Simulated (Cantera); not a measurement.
Input: 1 mol Si₃N₄, 5 mol CO₂, 5.4 mol H₂, held at 0.520 bar.

Method: chemical equilibrium by Gibbs-energy minimisation in Cantera with the NASA 1993 tables (ideal gas, pure condensed phases). Candidate condensed phases: C, C₆H₆, C₇H₈, C₈H₁₈, H₂O, Si, SiC, SiO₂, Si₂N₂O, Si₃N₄; 151 gas species. The tables hold silica as quartz up to 1696 K and as liquid above; real silica turns to tridymite and cristobalite and melts near 1996 K. The numbers say what is thermodynamically allowed, not how fast it happens.

Question: At 1350 K, list the 5 most abundant gas species with their mole fractions, and the condensed phases.

Answer: H₂ 0.472, CO 0.350, N₂ 0.176, CH₄ 0.000669, H₂O 0.000493. Condensed: C(graphite) + SiO₂(β-quartz).
